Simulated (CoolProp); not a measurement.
A single-stage vapour-compression cycle with the fluid: evaporating at 270.15 K (dew point), condensing at 322.15 K (bubble point), superheat 0 K, subcooling 0 K, compressor efficiency 0.85, no pressure losses. The same conditions are run with several fluids, on thermodynamics alone (safety and materials aside).

Computed with CoolProp (reference Helmholtz-energy equation of state of each fluid (R152A: Outcalt 1996; hydrogen sulfide: Lemmon 2006; R22: Kamei 1995; R124: de Vries 1995; R113: Marx 1992; dimethyl ether: Wu 2011)).

```csv
fluid,cooling COP,pressure ratio,discharge temperature (K),refrigerating effect (kJ/kg),volumetric capacity (kJ/m³)
R152A,3.47,4.85,344.7,216,[?]
hydrogen sulfide,3.34,3.68,389.2,[?],5640
R22,3.33,4.21,352.2,142,[?]
R124,3.31,5.20,324.6,103,959
R113,3.59,8.18,322.1,112,122
dimethyl ether,3.53,4.66,342.8,312,1640
```

Q: Fill in the missing entries.

A: 
- R152A, volumetric capacity (kJ/m³): 1630
- hydrogen sulfide, refrigerating effect (kJ/kg): 351
- R22, volumetric capacity (kJ/m³): 2740

The compression ends wet for: R113.
